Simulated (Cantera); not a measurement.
A freely propagating, adiabatic, planar premixed flame of H2 : O2 : N2 = 1 : 0.588 : 2.59 (molar parts), equivalence ratio 0.85, unburnt at 650 K and 0.900 bar; mixture-averaged transport, grid criteria slope 0.08 and curve 0.16, no radiation.

Cantera simulation using the H2/O2 subset of GRI-Mech 3.0, which has no nitrogen chemistry; the numbers are that mechanism's predictions, not measurements. Burning velocities carry a grid error of a few per cent, more on coarse grids.

What does this change do: O2 0.588 to 0.46 parts?


```json
[
 {"quantity": "laminar burning velocity", "before": "662 cm/s", "after": "631 cm/s"},
 {"quantity": "thermal thickness", "before": "0.577 mm", "after": "0.639 mm"},
 {"quantity": "peak x(OH)", "before": "0.0151", "after": "0.0105"},
 {"quantity": "peak x(O)", "before": "0.0129", "after": "0.00832"},
 {"quantity": "peak x(H2O2)", "before": "9.13e-6", "after": "7.10e-6"}
]
```
